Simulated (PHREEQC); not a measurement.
Dissolve 0.084 mol Cu(BF4)2, 0.0027 mol H2SO4 and 0.00027 mol H3BO3 per kg of water at 25 °C. It is in equilibrium with CO2 at log p = 0 (atm). Otherwise closed; pH follows from the charge balance.

Equilibrium calculation in PHREEQC: ion-association model, wateq4f.dat.

```json
{
  "pH": "2.28",
  "ionic_strength": "0.254 mol/kgw",
  "total_alkalinity": "-509 meq/kg"
}
```

```tsv
species	molality	activity	log γ
BF4-	0.160	0.105	-0.182
Cu+2	0.0818	0.0249	-0.516
CO2	0.0321	0.0340	0.025
HF	0.00926	0.00982	0.025
H+	0.00668	0.00527	-0.103
BF3OH-	0.00597	0.00393	-0.182
F-	0.00181	0.00124	-0.163
H3BO3	0.00147	0.00156	0.025
CuSO4	0.00140	0.00148	0.025
SO4-2	0.00109	0.000292	-0.573
BF2(OH)2-	0.000828	0.000544	-0.182
```

Precipitation was switched off in this run. Species that the database lacks are ignored. Real BF4- forms and hydrolyses slowly; the run takes it at equilibrium.
